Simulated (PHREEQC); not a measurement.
Make-up at 25 °C: 0.01 mol/kgw HF, 0.012 mol/kgw KF, 3.2e-07 mol/kgw H4SiO4 and 0.07 mol/kgw H2SO4. Closed to the air; pH follows from the charge balance.

The numbers come from PHREEQC with the ion-association model, phreeqc.dat.

* **pH**: 1.20
* **ionic strength**: 0.106 mol/kgw
* **specific conductance**: 27100 µS/cm
* **density**: 1.002 g/cm³
* **total alkalinity**: -150 meq/kg

| species | molality | activity | log γ |
|---|---|---|---|
| H+ | 0.0767 | 0.0631 | -0.085 |
| HSO4- | 0.0516 | 0.0401 | -0.109 |
| HF | 0.0216 | 0.0222 | 0.011 |
| SO4-2 | 0.0179 | 0.00654 | -0.437 |
| K+ | 0.0115 | 0.00873 | -0.119 |
| KSO4- | 0.000511 | 0.000401 | -0.105 |
| F- | 0.000309 | 0.000234 | -0.121 |

This is a speciation only: nothing precipitates in the calculation. SiF6-2 is the database's only silicon fluoride.
